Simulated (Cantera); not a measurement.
Input: 1 mol SiCl₄, 0.15 mol CH₄, a varied amount of H₂, equilibrated at 2173 K and 4.50 mbar.

Method: chemical equilibrium by Gibbs-energy minimisation in Cantera with the NASA 1993 tables (ideal gas, pure condensed phases). Candidate condensed phases: C, C₆H₆, C₇H₈, C₈H₁₈, Si, SiC; 109 gas species. The tables' values for SiCl, SiCl₃ are old estimates; treat these amounts as uncertain. Gases not in the tables: Si₂H₆ and higher silanes. Kinetics and transport are ignored.

x: gas mole fraction; n: condensed amount in mol.

```tsv
n(H₂) (mol)	x H₂	x HCl	x SiCl₂	x H	x Cl	x Si	n SiC(s)
2.6	0.327	0.427	0.150	0.0411	0.0392	0.00851	0.140
5.7	0.536	0.289	0.0776	0.0527	0.0207	0.0158	0.136
12	0.687	0.185	0.0309	0.0596	0.0117	0.0196	…
26	0.791	0.109	0.00816	0.0640	0.00642	0.0173	…
56	0.856	0.0583	0.00149	0.0665	0.00331	0.0119	…
120	0.893	0.0291	0.000202	0.0680	0.00162	0.00673	0
260	0.913	0.0138	2.23e-5	0.0687	0.000759	0.00338	0
```

**Question.** What belongs in the gaps?

**Answer.** 
- 12, n SiC(s): 0.124
- 26, n SiC(s): 0.0972
- 56, n SiC(s): 0.0135
